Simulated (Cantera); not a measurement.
Charge: 1 mol SiH₂Cl₂, 0.22 mol NH₃, 0.18 mol H₂, equilibrated at 1750 K and 0.000400 bar.

Equilibrium computed with Cantera from the NASA thermochemical tables; the gas is ideal and each condensed phase is pure. The tables' values for SiCl, SiCl₃ are old estimates; treat these amounts as uncertain. The numbers say what is thermodynamically allowed, not how fast it happens.

```csv
species,before,after
H₂,0.468,0.689
N₂,0.0416,0.223
HCl,0.197,0.0569
SiCl₂,0.275,0.0156
SiCl₃,0.00100,1.35e-5
Cl,0.00258,0.000615
SiCl,0.00254,0.000604
SiN,7.89e-6,1.83e-5
Si₂N,1.34e-5,3.11e-5
SiH₂,9.75e-6,1.44e-5
"Si(l), mol",0.252,0.548
```
Gas species are given as mole fractions.

Q: What was changed between the two runs?
A. NH₃ from 0.22 to 10 mol
B. temperature from 1750 K to 1023.15 K
C. SiH₂Cl₂ replaced by SiHCl₃
D. temperature from 1750 K to 1873.15 K

A: A, NH₃ from 0.22 to 10 mol. The tables' values for SiCl, SiN, SiCl₃ are old estimates; treat these amounts as uncertain. Gases not in the tables: Si₂H₆ and higher silanes
